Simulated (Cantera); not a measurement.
A closed system holds: 1 mol Si, 0.018 mol CO₂, 1.4 mol H₂, held at 0.240 Pa.

Method: chemical equilibrium by Gibbs-energy minimisation in Cantera with the NASA 1993 tables (ideal gas, pure condensed phases). Candidate condensed phases: C, C₆H₆, C₇H₈, C₈H₁₈, H₂O, Si, SiC, SiO₂; 123 gas species. Kinetics and transport are ignored.

Problem. At 1800 K, list the 7 most abundant gas species with their mole fractions, and the condensed phases.

Solution. H₂ 0.458, Si 0.369, H 0.156, SiO 0.00865, CO 0.00514, Si₂C 0.00174, Si₂ 0.000622. Condensed: gas only.
